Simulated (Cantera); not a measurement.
Charge: 1 mol Al, 0.0042 mol O2, 210 mol H2, held at 91.0 mbar.

Equilibrium computed with Cantera from the NASA thermochemical tables; the gas is ideal and each condensed phase is pure. Candidate condensed phases: Al, Al2O3, H2O; 19 gas species. Mutual solubility and eutectic melting of coexisting phases are not modelled. The numbers say what is thermodynamically allowed, not how fast it happens.

log p: log10 of the partial pressure in bar; n: condensed amount in mol.

| T (°C) | log p H2 | log p Al | log p H | log p AlH | log p Al2O | n Al(s) | n Al2O3(s) | n Al(l) |
|---|---|---|---|---|---|---|---|---|
| 450 | -1.04 | <-13 | <-13 | <-13 | <-13 | 0.994 | 0.00280 | 0 |
| 525 | -1.04 | <-13 | -12.09 | -12.77 | <-13 | 0.994 | 0.00280 | 0 |
| 600 | -1.04 | -12.72 | -10.85 | -11.34 | <-13 | 0.994 | 0.00280 | 0 |
| 675 | -1.04 | -11.19 | -9.80 | -10.16 | … | 0 | 0.00280 | 0.994 |
| 750 | -1.04 | -9.93 | -8.90 | -9.18 | … | 0 | 0.00280 | 0.994 |
| 825 | -1.04 | -8.84 | -8.13 | -8.35 | … | 0 | 0.00280 | 0.994 |
| 900 | -1.04 | -7.89 | -7.45 | -7.62 | … | 0 | 0.00280 | 0.994 |
| 975 | -1.04 | -7.05 | -6.85 | -6.98 | … | 0 | 0.00278 | 0.994 |
| 1050 | -1.04 | -6.32 | -6.32 | -6.42 | … | 0 | 0.00267 | 0.992 |
| 1125 | -1.04 | -5.66 | -5.85 | -5.92 | … | 0 | 0.00200 | 0.983 |

Problem. What belongs in the gaps?

Solution. 
- 675, log p Al2O: -12.79
- 750, log p Al2O: -11.22
- 825, log p Al2O: -9.88
- 900, log p Al2O: -8.71
- 975, log p Al2O: -7.69
- 1050, log p Al2O: -6.79
- 1125, log p Al2O: -5.99
